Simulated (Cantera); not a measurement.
A freely propagating, adiabatic, planar premixed flame of H₂ : O₂ : N₂ = 1 : 0.208 : 0.783 (molar parts), unburnt at 348 K and 3.70 bar; mixture-averaged transport, grid criteria slope 0.08 and curve 0.16, no radiation.

Detailed kinetics in Cantera: the H2/O2 subset of GRI-Mech 3.0, which has no nitrogen chemistry. The hydrogen kinetics of GRI-Mech 3.0 are dated; newer H2 mechanisms differ, most at raised pressure. Burning velocities carry a grid error of a few per cent, more on coarse grids.

### Question
How do the results move with these cheaper or finer settings: unity-Lewis-number transport; multicomponent transport; multicomponent+Soret transport; grid criteria slope 0.5, curve 1; grid criteria slope 0.25, curve 0.5; grid criteria slope 0.03, curve 0.06?

### Answer
```csv
setting,laminar burning velocity,thermal thickness,peak x(OH),peak x(HO₂),grid points
as above,325 cm/s,0.0717 mm,0.00160,0.000874,111
unity-Lewis-number transport,199 cm/s,0.0808 mm,0.00156,0.000551,112
multicomponent transport,320 cm/s,0.0727 mm,0.00158,0.000861,111
multicomponent+Soret transport,312 cm/s,0.0694 mm,0.00166,0.000895,111
"grid criteria slope 0.5, curve 1",302 cm/s,0.0922 mm,0.00145,0.000781,37
"grid criteria slope 0.25, curve 0.5",326 cm/s,0.0786 mm,0.00160,0.000850,48
"grid criteria slope 0.03, curve 0.06",323 cm/s,0.0701 mm,0.00159,0.000880,268
```
Unity Lewis numbers drop preferential diffusion, which matters most where H2 and H carry the flame; Soret adds thermal diffusion.
